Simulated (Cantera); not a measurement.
A diamond (100) surface in a fixed gas of H2 with x(CH4) = 0.018, x(CH3) = 0.00077, at 1223 K, 11.3 Torr; coverages are run to steady state.

Cantera simulation using the Harris–Goodwin 1993 mechanism for the reconstructed diamond (100) surface; the numbers are that mechanism's predictions, not measurements.

θ: site fractions in the mechanism's names (c6HH fully hydrogenated, c6H* and c6*H radical sites, c6** diradical, c6HM methylated).

```json
[
 {"x(H)": "0.0001", "growth (µm/h)": "0.0791", "θ c6HH": "0.620", "θ c6H*": "0.0276", "θ c6*H": "0.339", "θ c6**": "0.00404", "θ c6HM": "0.00120"},
 {"x(H)": "0.00021", "growth (µm/h)": "[?]", "θ c6HH": "[?]", "θ c6H*": "[?]", "θ c6*H": "[?]", "θ c6**": "[?]", "θ c6HM": "[?]"},
 {"x(H)": "0.00045", "growth (µm/h)": "0.439", "θ c6HH": "0.482", "θ c6H*": "0.0371", "θ c6*H": "0.454", "θ c6**": "0.0144", "θ c6HM": "0.00190"},
 {"x(H)": "0.00095", "growth (µm/h)": "0.742", "θ c6HH": "0.452", "θ c6H*": "0.0390", "θ c6*H": "0.478", "θ c6**": "0.0210", "θ c6HM": "0.00220"},
 {"x(H)": "0.002", "growth (µm/h)": "1.11", "θ c6HH": "0.436", "θ c6H*": "0.0400", "θ c6*H": "0.490", "θ c6**": "0.0266", "θ c6HM": "0.00240"},
 {"x(H)": "0.0042", "growth (µm/h)": "1.61", "θ c6HH": "0.428", "θ c6H*": "0.0404", "θ c6*H": "0.495", "θ c6**": "0.0303", "θ c6HM": "0.00247"},
 {"x(H)": "0.009", "growth (µm/h)": "2.43", "θ c6HH": "0.424", "θ c6H*": "0.0407", "θ c6*H": "0.498", "θ c6**": "0.0325", "θ c6HM": "0.00239"},
 {"x(H)": "0.019", "growth (µm/h)": "[?]", "θ c6HH": "0.422", "θ c6H*": "0.0408", "θ c6*H": "0.500", "θ c6**": "0.0337", "θ c6HM": "[?]"},
 {"x(H)": "0.04", "growth (µm/h)": "5.70", "θ c6HH": "0.421", "θ c6H*": "0.0410", "θ c6*H": "0.500", "θ c6**": "0.0343", "θ c6HM": "0.00174"}
]
```

Task: What belongs in the gaps?

Result: 
- 0.00021, growth (µm/h): 0.210
- 0.00021, θ c6HH: 0.538
- 0.00021, θ c6H*: 0.0334
- 0.00021, θ c6*H: 0.409
- 0.00021, θ c6**: 0.00825
- 0.00021, θ c6HM: 0.00155
- 0.019, growth (µm/h): 3.76
- 0.019, θ c6HM: 0.00215
